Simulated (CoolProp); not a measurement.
Vapour-liquid equilibrium of benzene (1) + p-xylene (2) at 6.42 bar; x and y are mole fractions of (1).

Values from CoolProp's multi-fluid Helmholtz-energy mixture model, Thol 2012 and Zhou 2012; pair parameters Bell 2016.

| x | bubble temperature, mixture model (°C) | bubble temperature, Raoult's law (°C) | y, mixture model | y, Raoult's law |
|---|---|---|---|---|
| 0.05 | 218.9 | 217.8 | 0.117 | 0.148 |
| 0.15 | 209.2 | 207.0 | 0.320 | 0.375 |
| 0.25 | 200.2 | 197.7 | 0.482 | 0.539 |
| 0.35 | 192.0 | 189.6 | 0.611 | 0.660 |
| 0.45 | 184.6 | 182.5 | 0.713 | 0.752 |
| 0.55 | 177.9 | 176.2 | 0.793 | 0.823 |
| 0.65 | 171.9 | 170.6 | 0.857 | 0.878 |
| 0.75 | 166.5 | 165.5 | 0.908 | 0.922 |
| 0.85 | 161.5 | 161.0 | 0.950 | 0.958 |
| 0.95 | 157.0 | 156.8 | 0.985 | 0.987 |

The largest gap from Raoult's law is +2.5 K in bubble temperature, at x = 0.25. No azeotrope shows between x = 0.05 and 0.95.

Pair parameters are fitted to limited data, so mixtures are less certain than the pure fluids.
